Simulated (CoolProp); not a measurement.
Vapour-liquid equilibrium of acetone (1) + cyclohexane (2) at 291 K; x and y are mole fractions of (1).

Model: multi-fluid Helmholtz-energy mixture model, Lemmon 2006 and Zhou 2014; pair parameters Bell 2016, in CoolProp.

Give the bubble pressure and the first vapour's composition at x = 0.05, 0.35, 0.425. Is there an azeotrope?

x = 0.05: 0.1599 bar, y = 0.438; x = 0.35: 0.2489 bar, y = 0.677; x = 0.425: 0.2503 bar, y = 0.681. y crosses x between x = 0.65 and 0.725: the model has an azeotrope there.

The pair parameters rest on a limited set of measurements; away from them the model extrapolates. With so large a gap from Raoult's law the liquid may split in two, which this calculation doesn't test in full.
